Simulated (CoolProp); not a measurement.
Vapour-liquid equilibrium of carbon dioxide (1) + n-pentane (2) at 256.8 K; x and y are mole fractions of (1).

The numbers come from the multi-fluid Helmholtz-energy mixture model, Span 1996 and Thol 2019; pair parameters Kunz 2012 in CoolProp.

```
x     bubble pressure, mixture model (MPa)  bubble pressure, Raoult's law (MPa)  y, mixture model  y, Raoult's law
----  ------------------------------------  -----------------------------------  ----------------  ---------------
0.05                                0.1612                               0.1205             0.932            0.913
0.15                                0.4907                               0.3394             0.977            0.972
0.25                                0.8098                               0.5584             0.986            0.985
0.35                                 1.077                               0.7773             0.989            0.991
0.45                                 1.278                               0.9963             0.991            0.994
0.55                                 1.427                                1.215             0.992            0.996
0.65                                 1.551                                1.434             0.993            0.997
0.75                                 1.680                                1.653             0.994            0.998
0.85                                 1.844                                1.872             0.996            0.999
0.95                                 2.065                                2.091             0.998            1.000
```

The largest gap from Raoult's law is +45.0 % in bubble pressure, at x = 0.25. No azeotrope shows between x = 0.05 and 0.95.

Pair parameters are fitted to limited data, so mixtures are less certain than the pure fluids. The gap from Raoult's law changes sign with composition, which may be real or a fault of the pair parameters; it wasn't checked against measurements.
